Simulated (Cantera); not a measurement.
Input (Python, Cantera) and output of one run.

```python
import numpy as np
import cantera as ct

gas_names = """
    F F2 H HF H2 H2F2 H3F3 H4F4 H5F5 H6F6 H7F7 Si SiF SiF2 SiF3 SiF4 SiH SiHF3 SiH2 SiH2F2 SiH3 SiH3F
    SiH4 Si2 Si3
""".split()
cond_names = """
    Si(cr) Si(L)
""".split()


# ... load() reads the species with a 1 bar reference pressure and builds the phases ...
atoms = {
    'Si': {'Si': 1},
    'HF': {'H': 1, 'F': 1},
    'H2': {'H': 2},
}
top_T = {}  # K; cautious upper limits of use, not melting points


# ... equilibrate(T, P, feed) seeds the gas with the atoms and calls Mixture.equilibrate('TP', solver="vcs", rtol=1e-11, max_steps=5000) ...
results = []
feed = {'Si': 1, 'HF': 2.3, 'H2': 1}  # mol
T = 725  # K
P = 16  # Pa
mix = equilibrate(T, P, feed)
results.append((T, P, feed, dict(zip(mix.species_names, mix.species_moles))))
x = sorted(zip(gas.X, gas.species_names), reverse=True)
print(f"T = {T:g} K  P = {P:g} Pa  gas = {mix.phase_moles(0):.4g} mol")
print("   x: " + "  ".join(f"{s} {v:.3e}" for v, s in x if v > 1e-06))
print("   condensed (mol): " + ("  ".join(f"{mix.phase(i).name} {mix.phase_moles(i):.4g}"
      for i in range(1, mix.n_phases) if mix.phase_moles(i) > 1e-12) or "none"))
```

Result:

```
T = 725 K  P = 16 Pa  gas = 2.723 mol
   x: H2 7.883e-01  SiF4 2.094e-01  SiHF3 2.257e-03  SiH2F2 1.537e-05  SiF3 5.920e-06
   condensed (mol): Si(cr) 0.4234
```

Equilibrium computed with Cantera from the NASA thermochemical tables; the gas is ideal and each condensed phase is pure.
